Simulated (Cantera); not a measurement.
Charge: 1 mol CH3SiH3, 0.65 mol C2H2, 1.8 mol H2, held at 0.400 bar.

These are equilibrium values from Cantera (NASA tables, ideal gas, pure condensed phases), not measurements of a reactor. Candidate condensed phases: C, C6H6, C7H8, C8H18, Si, SiC; 87 gas species. The feed counts by its element totals alone. Gases not in the tables: Si2H6 and higher silanes. Equilibrium is a limit: real reactors are often held back by kinetics, nucleation or transport.

log p: log10 of the partial pressure in bar; n: condensed amount in mol.

```json
[
 {"T (K)": "1800", "log p H2": "-0.40", "log p H": "-3.65", "log p C2H2 (acetylene)": "-4.15", "log p CH4": "-3.91", "n C(graphite)": "1.30", "n SiC(s)": "1.000"},
 {"T (K)": "1875", "log p H2": "-0.40", "log p H": "-3.38", "log p C2H2 (acetylene)": "-3.90", "log p CH4": "-4.01", "n C(graphite)": "1.30", "n SiC(s)": "1.000"},
 {"T (K)": "1950", "log p H2": "-0.40", "log p H": "-3.14", "log p C2H2 (acetylene)": "-3.66", "log p CH4": "-4.11", "n C(graphite)": "1.29", "n SiC(s)": "1.000"},
 {"T (K)": "2025", "log p H2": "-0.40", "log p H": "(withheld)", "log p C2H2 (acetylene)": "(withheld)", "log p CH4": "(withheld)", "n C(graphite)": "1.29", "n SiC(s)": "1.000"},
 {"T (K)": "2100", "log p H2": "-0.40", "log p H": "(withheld)", "log p C2H2 (acetylene)": "(withheld)", "log p CH4": "(withheld)", "n C(graphite)": "1.28", "n SiC(s)": "1.000"},
 {"T (K)": "2175", "log p H2": "-0.40", "log p H": "-2.51", "log p C2H2 (acetylene)": "-3.05", "log p CH4": "-4.36", "n C(graphite)": "1.28", "n SiC(s)": "0.999"},
 {"T (K)": "2250", "log p H2": "-0.40", "log p H": "-2.33", "log p C2H2 (acetylene)": "-2.88", "log p CH4": "-4.44", "n C(graphite)": "1.26", "n SiC(s)": "0.998"}
]
```

**Question.** What belongs in the gaps?

**Answer.** 
- 2100, log p H: -2.71
- 2100, log p C2H2 (acetylene): -3.24
- 2100, log p CH4: -4.28
- 2025, log p H: -2.92
- 2025, log p C2H2 (acetylene): -3.44
- 2025, log p CH4: -4.20
